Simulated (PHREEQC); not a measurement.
Dissolve 0.12 mol CuSO4, 0.0089 mol HNO3 and 0.048 mol NaCl per kg of water at 25 °C. It is in equilibrium with CO2 at log p = -3.5 (atm). Otherwise closed; pH follows from the charge balance.

Computed with PHREEQC (ion-association model, phreeqc.dat).

Each row changes one thing in this solution. This is a speciation only: nothing precipitates in the calculation.

```
case                                            pH  ionic strength (mol/kgw)  SO4-2 (mol/kgw)  Cl- (mol/kgw)  Na+ (mol/kgw)  HSO4- (mol/kgw)  SI of Halite (NaCl)
--------------------------------------------  ----  ------------------------  ---------------  -------------  -------------  ---------------  -------------------
as made                                       2.56                     0.305           0.0588         0.0457         0.0447          0.00537                -4.56
temperature from 25 to 90 °C                  3.09                     0.285           0.0593         0.0316         0.0440          0.00786                -4.81
temperature from 25 to 60 °C                     …                     0.292           0.0576         0.0398         0.0443                …                -4.67
CuSO4 replaced by K2SO4 at the same molality  2.64                     0.341           0.0821         0.0480         0.0436          0.00596                -4.56
diluted 5-fold with water                     3.04                    0.0718           0.0147        0.00943        0.00932                …                    …
diluted 10-fold with water                    3.26                    0.0388                …        0.00475        0.00470         0.000256                -6.38
CuSO4 from 0.12 to 0.132 mol/kgw              2.58                     0.326           0.0640         0.0455         0.0445          0.00549                -4.57
```

Problem. Fill in the missing entries.

Solution. 
- temperature from 25 to 60 °C, pH: 2.80
- temperature from 25 to 60 °C, HSO4- (mol/kgw): 0.00684
- diluted 5-fold with water, HSO4- (mol/kgw): 0.000682
- diluted 5-fold with water, SI of Halite (NaCl): -5.82
- diluted 10-fold with water, SO4-2 (mol/kgw): 0.00813

Species that the database lacks are ignored. At this temperature some constants are extrapolated from 25 °C, and those without enthalpy data are left unchanged.
